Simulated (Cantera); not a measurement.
A Cantera script and its output.

```python
import numpy as np
import cantera as ct

gas = ct.Solution("gri30.yaml")
gas.TPX = 625, 500000, {'C3H8': 0.75, 'O2': 3.57, 'N2': 13.4}
flame = ct.FreeFlame(gas, width=0.013)
flame.set_refine_criteria(ratio=3, slope=0.08, curve=0.16)
flame.transport_model = "mixture-averaged"
flame.solve(loglevel=0, auto=True)
z, T = flame.grid, flame.T
thick = (T[-1] - T[0]) / np.gradient(T, z).max()
show = ['C3H8', 'O2', 'CH4', 'CO2', 'OH', 'CH2O']
print(f"laminar burning velocity  {flame.velocity[0] * 100:.3f} cm/s")
print(f"burnt temperature         {T[-1]:.1f} K")
print(f"thermal thickness         {thick * 1e3:.4f} mm")
print(f"grid points               {len(z)}")
z0 = z[flame.heat_release_rate.argmax()]
print(f"{'z/mm':>9s}{'T/K':>9s}{'u/(m/s)':>9s}" + "".join(f"{s:>11s}" for s in show))
rows = []
for k in (-3, -2, -1.5, -1, -0.5, -0.25, 0, 0.25, 0.5, 1, 2, 4, 8):
    zz = z0 + k * thick
    rows.append([k * thick, np.interp(zz, z, T), np.interp(zz, z, flame.velocity),
                 *(np.interp(zz, z, flame.X[gas.species_index(s)]) for s in show)])
    print(f"{rows[-1][0] * 1e3:9.3f}{rows[-1][1]:9.1f}{rows[-1][2]:9.3f}" + "".join(f"{x:11.3e}" for x in rows[-1][3:]))
```

Result:

```
laminar burning velocity  119.388 cm/s
burnt temperature         2494.4 K
thermal thickness         0.0675 mm
grid points               151
     z/mm      T/K  u/(m/s)       C3H8         O2        CH4        CO2         OH       CH2O
   -0.202    625.1    1.195  4.229e-02  2.012e-01  1.147e-06  3.527e-07  6.708e-13  3.344e-07
   -0.135    626.7    1.201  4.221e-02  2.007e-01  1.133e-05  5.474e-06  1.127e-10  4.892e-06
   -0.101    633.0    1.216  4.209e-02  1.996e-01  4.801e-05  3.320e-05  3.509e-09  2.812e-05
   -0.067    679.2    1.314  4.145e-02  1.940e-01  2.867e-04  3.437e-04  2.936e-07  2.553e-04
   -0.034   1009.1    2.005  3.179e-02  1.588e-01  1.839e-03  4.368e-03  1.921e-05  1.850e-03
   -0.017   1419.7    2.908  1.230e-02  1.142e-01  3.338e-03  1.241e-02  2.675e-04  2.351e-03
    0.000   1838.1    3.848  4.049e-04  6.482e-02  2.163e-03  2.673e-02  2.231e-03  8.592e-04
    0.017   2041.8    4.278  3.797e-07  3.605e-02  3.307e-04  4.326e-02  6.086e-03  1.218e-04
    0.034   2118.9    4.418  4.113e-11  2.440e-02  2.297e-05  5.666e-02  8.412e-03  9.961e-06
    0.067   2202.8    4.558  1.816e-17  1.708e-02  1.124e-07  7.081e-02  9.225e-03  5.117e-08
    0.135   2295.2    4.719  5.215e-26  1.266e-02  1.409e-11  7.967e-02  8.561e-03  8.581e-10
    0.270   2379.9    4.867  1.737e-36  9.155e-03  4.923e-15  8.529e-02  7.189e-03  6.076e-10
    0.540   2442.6    4.975 -1.633e-38  6.360e-03  3.307e-15  8.999e-02  5.791e-03  4.503e-10
```

Cantera simulation using GRI-Mech 3.0 (53 species, 325 reactions); the numbers are that mechanism's predictions, not measurements. GRI-Mech 3.0 was tuned for natural gas; its chemistry of propane as a main component is partial and can be far from experiment. Burning velocities carry a grid error of a few per cent, more on coarse grids.
